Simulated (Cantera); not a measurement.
A freely propagating, adiabatic, planar premixed flame of H₂ : O₂ : N₂ = 1 : 0.455 : 1.71 (molar parts), equivalence ratio 1.1, unburnt at 325 K and 2.30 bar; mixture-averaged transport, grid criteria slope 0.08 and curve 0.16, no radiation.

Detailed kinetics in Cantera: the H2/O2 subset of GRI-Mech 3.0, which has no nitrogen chemistry. The hydrogen kinetics of GRI-Mech 3.0 are dated; newer H2 mechanisms differ, most at raised pressure. Burning velocities carry a grid error of a few per cent, more on coarse grids.

Predict: laminar burning velocity; thermal thickness; peak x(OH); peak x(O); peak x(HO₂).


- laminar burning velocity = 288 cm/s
- thermal thickness = 0.123 mm
- peak x(OH) = 0.0143
- peak x(O) = 0.00755
- peak x(HO₂) = 0.000805
